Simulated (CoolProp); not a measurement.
A Linde-Hampson liquefier for oxygen: isothermal reversible compression at 200 K from 1 atm to 40 MPa, throttling to 1 atm, return gas leaving the recuperator 0 K below the feed. Each further row changes one setting.

Model: reference Helmholtz-energy equation of state, Schmidt 1985, in CoolProp.

```json
[
 {"case": "as stated", "liquid yield per pass": "0.376", "compression work (kJ/kg of gas)": "275"},
 {"case": "high pressure 80 MPa", "liquid yield per pass": "(withheld)", "compression work (kJ/kg of gas)": "(withheld)"},
 {"case": "warm-end temperature 230 K", "liquid yield per pass": "(withheld)", "compression work (kJ/kg of gas)": "(withheld)"},
 {"case": "warm-end gap 5 K", "liquid yield per pass": "(withheld)", "compression work (kJ/kg of gas)": "275"}
]
```

### Question
Some entries are withheld; supply them.

### Answer

- high pressure 80 MPa, liquid yield per pass: 0.337
- high pressure 80 MPa, compression work (kJ/kg of gas): 321
- warm-end temperature 230 K, liquid yield per pass: 0.290
- warm-end temperature 230 K, compression work (kJ/kg of gas): 332
- warm-end gap 5 K, liquid yield per pass: 0.367
